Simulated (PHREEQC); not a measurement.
A solution holds 0.21 mol H3PO4, 6.9e-05 mol HNO3 and 0.00041 mol NiSO4 per kg of water, at 25 °C. Closed to the air; pH follows from the charge balance.

Equilibrium calculation in PHREEQC: ion-association model, wateq4f.dat.

No solid was allowed to form.

Order these S species by the share of S that they hold, largest first: NiSO4, SO4-2, HSO4-.

HSO4- (66 %), SO4-2 (34 %), NiSO4 (0.62 %)

The pH is 1.46 and the ionic strength 0.0414 mol/kgw. H3PO4, which wateq4f.dat lacks, is added to it with the constant of phreeqc.dat. The database has no phosphate complexes of Ni.
